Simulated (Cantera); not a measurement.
Source: NASA polynomial tables (part measured, part estimated), evaluated in Cantera. Values are per mole of reaction as written; species without (g) are pure solids or liquids, kept so even where they would boil at 1 bar.

Question: Between 300 and 600 K, where is each reaction favourable under standard conditions?
- 2 SO3(g) + CaS ⇌ 3 SO2(g) + Ca(g)

Answer: 
- 2 SO3(g) + CaS ⇌ 3 SO2(g) + Ca(g): ΔG° is 453 kJ at 300 K and 356 kJ at 600 K; it stays positive (K < 1). ΔH° is 548 kJ and ΔS° 320 J/K at 600 K.
